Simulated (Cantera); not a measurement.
A perfectly stirred reactor is fed with 12.5 % CH4, 21.2 % O2, 62.5 % N2, 3.75 % H2O, at 1.40 bar; it is adiabatic with a 375 K inlet, and is followed from long to short residence time, starting on the burning branch (τ in s: 0.048, 0.02, 0.0083, 0.0034, 0.0014, 0.0006, 0.00025, 0.0001, 4.3e-05, 1.8e-05, 7.5e-06, 3.1e-06).

Model: GRI-Mech 3.0 (53 species, 325 reactions), integrated in Cantera.

Question: Predict: blow-out, bracketed by the residence times tried; x(CH4) at τ = 48.0 ms; x(O2) at τ = 48.0 ms; x(H2O) at τ = 48.0 ms; x(C2H2) at τ = 48.0 ms; x(HCN) at τ = 48.0 ms; x(CH4) at τ = 0.250 ms; x(O2) at τ = 0.250 ms; x(H2O) at τ = 0.250 ms; x(C2H2) at τ = 0.250 ms; x(HCN) at τ = 0.250 ms.

Answer: 
| Quantity | Value |
|---|---|
| blow-out, bracketed by the residence times tried | burning at 0.100 ms, out at 43.0 µs |
| x(CH4) at τ = 48.0 ms | 7.71e-6 |
| x(O2) at τ = 48.0 ms | 0.000760 |
| x(H2O) at τ = 48.0 ms | 0.245 |
| x(C2H2) at τ = 48.0 ms | 1.11e-8 |
| x(HCN) at τ = 48.0 ms | 1.35e-6 |
| x(CH4) at τ = 0.250 ms | 0.000301 |
| x(O2) at τ = 0.250 ms | 0.00868 |
| x(H2O) at τ = 0.250 ms | 0.228 |
| x(C2H2) at τ = 0.250 ms | 2.15e-6 |
| x(HCN) at τ = 0.250 ms | 9.39e-6 |
